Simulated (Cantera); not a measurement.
# Thermodynamics of silicon oxide and oxynitride deposition, feed HMDSO + CO2 + N2

A closed system holds: 1 mol HMDSO, 2.1 mol CO2, 2.4 mol N2, at 75000 Pa.

Method: chemical equilibrium by Gibbs-energy minimisation in Cantera with the NASA 1993 tables (ideal gas, pure condensed phases). Candidate condensed phases: C, C6H6, C7H8, C8H18, H2O, Si, SiC, SiO2, Si2N2O, Si3N4; 151 gas species. The feed counts by its element totals alone. N2 is the only nitrogen source here; it is nearly inert below about 1500 K, so the nitride shown seldom forms there in practice. Mutual solubility and eutectic melting of coexisting phases are not modelled. The tables hold silica as quartz up to 1696 K and as liquid above; real silica turns to tridymite and cristobalite and melts near 1996 K. The numbers say what is thermodynamically allowed, not how fast it happens.

```csv
T (K),x H2,x CH4,x N2,x CO,x H2O,x CO2,n C(graphite),n SiO2(α-quartz),n SiO2(β-quartz),n Si2N2O(s),n SiC(s)
525,0.0261,0.504,0.316,8.03e-6,0.150,0.00402,4.24,2.00,0,0,0
625,0.110,0.442,0.302,0.000241,0.138,0.00627,4.54,2.00,0,0,0
725,0.285,0.313,0.274,0.00284,0.117,0.00875,5.26,2.00,0,0,0
825,0.489,0.162,0.239,0.0175,0.0812,0.0104,6.19,2.00,0,0,0
925,0.623,0.0661,0.212,0.0545,0.0379,0.00670,6.66,0,2.00,0,0
1025,0.680,0.0255,0.198,0.0839,0.0113,0.00182,6.75,0,2.00,0,0
1125,0.700,0.0106,0.193,0.0927,0.00313,0.000377,6.81,0,2.00,0,0
1225,0.708,0.00493,0.192,0.0946,0.000988,9.00e-5,6.85,0,2.00,0,0
1325,0.711,0.00254,0.191,0.0951,0.000365,2.62e-5,6.87,0,2.00,0,0
1425,0.688,0.00134,0.167,0.143,0.000224,2.05e-5,6.22,0,1.56,0.222,0
1525,0.615,0.000648,0.0958,0.288,0.000191,3.32e-5,3.89,0,0,1.000,0
1625,0.615,0.000418,0.0957,0.288,9.93e-5,1.49e-5,3.89,0,0,0.999,0
1725,0.615,0.000283,0.0956,0.287,5.57e-5,7.39e-6,3.88,0,0,0.996,0
1825,0.541,0.000155,0.144,0.311,3.18e-5,4.68e-6,0.922,0,0,0,1.97
```
x: gas mole fraction; n: condensed amount in mol.

From 525 K to 825 K the condensed part is C(graphite) + SiO2(α-quartz). From 925 K to 1325 K the condensed part is C(graphite) + SiO2(β-quartz). At 1425 K the condensed part is C(graphite) + SiO2(β-quartz) + Si2N2O(s). From 1525 K to 1725 K the condensed part is C(graphite) + Si2N2O(s). At 1825 K the condensed part is C(graphite) + SiC(s).
